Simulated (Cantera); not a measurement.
Feed: 1 mol SiC, 0.2 mol Si, 0.044 mol N2, held at 1773.15 K and 133 Pa.

Equilibrium computed with Cantera from the NASA thermochemical tables; the gas is ideal and each condensed phase is pure. Candidate condensed phases: C, Si, SiC, Si3N4; 20 gas species. Mutual solubility and eutectic melting of coexisting phases are not modelled. The tables' values for SiN are old estimates; treat these amounts as uncertain. Rates play no part.

Base state: N2 0.998, Si 0.00160, Si2N 4.65e-5, SiN 2.80e-5, Si2C 1.47e-5 (mole fractions); condensed: Si(l) + SiC(s).

Question: What changes in the equilibrium state with this change: temperature from 1773.15 K to 2048 K?

Answer: 
```csv
species,before,after
N2,0.998,0.940
Si,0.00160,0.0567
Si2C,1.47e-5,0.00189
SiC2,9.00e-9,1.24e-5
Si2,8.91e-6,0.000658
Si3,2.15e-6,0.000138
SiN,2.80e-5,0.000467
"Si(l), mol",0.200,0.197
"SiC(s), mol",1.000,1.000
```
